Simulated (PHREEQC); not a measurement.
A solution holds 0.0011 mol/kgw NH3 and 0.017 mol/kgw Na2SiO3, at 40 °C. Closed to the air; pH follows from the charge balance.

Computed with PHREEQC (ion-association model, phreeqc.dat).

This is a speciation only: nothing precipitates in the calculation.

Q: Order these Si species by the share of Si that they hold, largest first: H2SiO4-2, H3SiO4-, H4SiO4.

A: H3SiO4- (89 %), H2SiO4-2 (11 %), H4SiO4 (0.71 %)

The pH is 11.64 and the ionic strength 0.0358 mol/kgw. Complexes and solids missing from the database can't appear. At this temperature some constants are extrapolated from 25 °C, and those without enthalpy data are left unchanged.
